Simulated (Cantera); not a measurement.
Reactions in the system H-N-O-V

Source: NASA polynomial tables (part measured, part estimated), evaluated in Cantera. Values are per mole of reaction as written; species without (g) are pure solids or liquids, kept so even where they would boil at 1 bar. VN: taken at fixed stoichiometry.

5 H2O(g) + 2 VN = N2(g) + V2O5 + 5 H2(g)

```tsv
T (K)	ΔH° (kJ)	ΔS° (J/K)	ΔG° (kJ)	log10 K	condensed phases
300	92.9	-42.7	105.7	-18.41	VN(s), V2O5(s)
1123	209.4	110.5	85.2	-3.96	VN(s), V2O5(l)
1273	216.6	116.6	68.2	-2.80	VN(s), V2O5(l)
1423	222.7	121.1	50.3	-1.85	VN(s), V2O5(l)
1573	227.6	124.4	31.9	-1.06	VN(s), V2O5(l)
1723	231.4	126.7	13.0	-0.40	VN(s), V2O5(l)
1873	234.3	128.3	-6.1	0.17	VN(s), V2O5(l)
2023	236.3	129.4	-25.4	0.66	VN(s), V2O5(l)
2173	237.5	130.0	-44.9	1.08	VN(s), V2O5(l)
```
